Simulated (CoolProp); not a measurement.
Cyclopropane along the isotherm 430.1 K: Z from the reference equation and from simpler models built on Tc = 398.7 K, pc = 56.05 bar, ω = 0.131; each cubic takes its own stable root.

Model: reference Helmholtz-energy equation of state, Polt 1992, in CoolProp. This equation is an older, rougher fit.

```tsv
p (bar)	phase	reference	Redlich-Kwong	Peng-Robinson
2.34	gas	0.9885	0.9885	0.9873
4.67	gas	0.9769	0.9769	0.9745
7.01	gas	0.9651	0.9652	0.9615
9.34	gas	0.9533	0.9533	0.9484
11.7	gas	0.9411	0.9411	0.9351
14	gas	0.9291	0.9290	0.9219
16.3	gas	0.9169	0.9167	0.9086
18.7	gas	0.9041	0.9038	0.8946
21	gas	0.8915	0.8911	0.8809
23.4	gas	0.8782	0.8777	0.8665
25.7	gas	0.8653	0.8646	0.8526
28	gas	0.8521	0.8513	0.8384
```
